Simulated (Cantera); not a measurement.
Input: 1 mol CuO, 34 mol H2, 39 mol N2, at 1675 °C.

Equilibrium computed with Cantera from the NASA thermochemical tables; the gas is ideal and each condensed phase is pure. Candidate condensed phases: Cu, CuO, Cu(OH)2, Cu2O, H2O; 27 gas species. Kinetics and transport are ignored.

Problem. Which condensed phases are stable at each of these points (P (Pa)): 10, 42, 180, 750, 3200, 13000, 56000, 240000, 1000000?

Solution. 
```json
[
 {"P (Pa)": "10", "condensed phases": "gas only", "Cu condensed (%)": "0.0"},
 {"P (Pa)": "42", "condensed phases": "gas only", "Cu condensed (%)": "0.0"},
 {"P (Pa)": "180", "condensed phases": "gas only", "Cu condensed (%)": "0.0"},
 {"P (Pa)": "750", "condensed phases": "gas only", "Cu condensed (%)": "0.0"},
 {"P (Pa)": "3200", "condensed phases": "gas only", "Cu condensed (%)": "0.0"},
 {"P (Pa)": "13000", "condensed phases": "gas only", "Cu condensed (%)": "0.0"},
 {"P (Pa)": "56000", "condensed phases": "Cu(l)", "Cu condensed (%)": "65.4"},
 {"P (Pa)": "240000", "condensed phases": "Cu(l)", "Cu condensed (%)": "92.0"},
 {"P (Pa)": "1000000", "condensed phases": "Cu(l)", "Cu condensed (%)": "98.1"}
]
```

From 0.0750 Torr to 97.5 Torr nothing is condensed. From 420 Torr to 7500 Torr the condensed part is Cu(l).
